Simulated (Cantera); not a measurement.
Feed: 1 mol SiH2Cl2, 5 mol H2O, 1.5 mol N2, 0.1 mol O2, held at 1.00 bar.

These are equilibrium values from Cantera (NASA tables, ideal gas, pure condensed phases), not measurements of a reactor. Candidate condensed phases: H2O, NH4Cl, Si, SiO2, Si2N2O, Si3N4; 47 gas species. The tables hold silica as quartz up to 1696 K and as liquid above; real silica turns to tridymite and cristobalite and melts near 1996 K. Gases not in the tables: Si(OH)4. Equilibrium is a limit: real reactors are often held back by kinetics, nucleation or transport.

log p: log10 of the partial pressure in bar; n: condensed amount in mol.

| T (K) | log p H2O | log p HCl | log p H2 | log p N2 | log p H | log p Cl | log p OH | n SiO2(β-quartz) | n SiO2(condensed) | n SiO2(l) |
|---|---|---|---|---|---|---|---|---|---|---|
| 1200 | -0.42 | -0.63 | -0.67 | -0.75 | -7.04 | -7.06 | -8.89 | 1.00 | 0 | 0 |
| 1300 | -0.42 | -0.63 | -0.67 | -0.75 | -6.29 | -6.32 | -7.93 | 1.00 | 0 | 0 |
| 1400 | -0.42 | -0.63 | -0.67 | -0.75 | -5.65 | -5.69 | -7.10 | 1.00 | 0 | 0 |
| 1500 | -0.42 | -0.63 | -0.67 | -0.75 | ___ | ___ | ___ | 1.00 | 0 | 0 |
| 1600 | -0.42 | -0.63 | -0.67 | -0.75 | ___ | ___ | ___ | 1.00 | 0 | 0 |
| 1700 | -0.42 | -0.63 | -0.67 | -0.75 | -4.17 | -4.23 | -5.21 | 0 | 1.000 | 0 |
| 1800 | -0.42 | -0.63 | -0.67 | -0.75 | -3.78 | -3.85 | -4.71 | 0 | 1.000 | 0 |
| 1900 | -0.42 | -0.63 | -0.67 | -0.75 | -3.44 | -3.51 | -4.27 | 0 | 1.000 | 0 |
| 2000 | -0.42 | -0.63 | -0.67 | -0.75 | -3.13 | -3.21 | -3.88 | 0 | 0 | 1.000 |
| 2100 | -0.43 | -0.63 | -0.68 | -0.75 | -2.84 | -2.93 | -3.52 | 0 | 0 | 0.998 |

Q: What belongs in the gaps?

A: 
- 1500, log p H: -5.09
- 1500, log p Cl: -5.14
- 1500, log p OH: -6.39
- 1600, log p H: -4.60
- 1600, log p Cl: -4.66
- 1600, log p OH: -5.76
